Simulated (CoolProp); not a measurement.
Aqueous lithium chloride as a coolant, at -2 °C, 1 atm.

Computed with CoolProp (Melinder's fits for secondary coolants).

| mass % | freezing point (°C) | cp (kJ/(kg K)) | conductivity (W/(m K)) | Prandtl number | density (kg/m³) |
|---|---|---|---|---|---|
| 4.9 | -4.9 | 3.921 | 0.549 | 15.6 | 1029 |
| 7.2 | -8.0 | 3.788 | 0.545 | 16.3 | 1043 |
| 9.5 | -11.4 | 3.657 | 0.541 | 17.1 | 1057 |
| 11.8 | -15.6 | 3.530 | 0.537 | 18.1 | 1071 |
| 14.1 | -21.2 | 3.406 | 0.532 | 19.1 | 1084 |
| 16.4 | -28.6 | 3.288 | 0.528 | 20.4 | 1098 |
| 18.7 | -37.9 | 3.180 | 0.524 | 21.8 | 1113 |
| 21 | -48.7 | 3.088 | 0.520 | 23.6 | 1127 |
| 23.3 | -59.7 | 3.020 | 0.516 | 26.1 | 1142 |
